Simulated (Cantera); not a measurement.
An adiabatic, constant-pressure homogeneous reactor starts with C3H8 : O2 : N2 = 1 : 8.47 : 31.9 (molar parts), equivalence ratio 0.59, at 1275 K and 15800 Torr.

Computed with Cantera and GRI-Mech 3.0 (53 species, 325 reactions). GRI-Mech 3.0 was tuned for natural gas; its chemistry of propane as a main component is partial and can be far from experiment. The pressure lies above the range GRI-Mech 3.0 was tuned for (to about 10 atm).

### Question
Predict: time of steepest temperature rise; temperature at 0.200 s; equilibrium temperature; x(O2) at 0.200 s.

### Answer
| Property | Value |
|---|---|
| time of steepest temperature rise | 0.264 ms |
| temperature at 0.200 s | 2455 K |
| equilibrium temperature | 2455 K |
| x(O2) at 0.200 s | 0.0750 (gas-phase equilibrium 0.0750) |
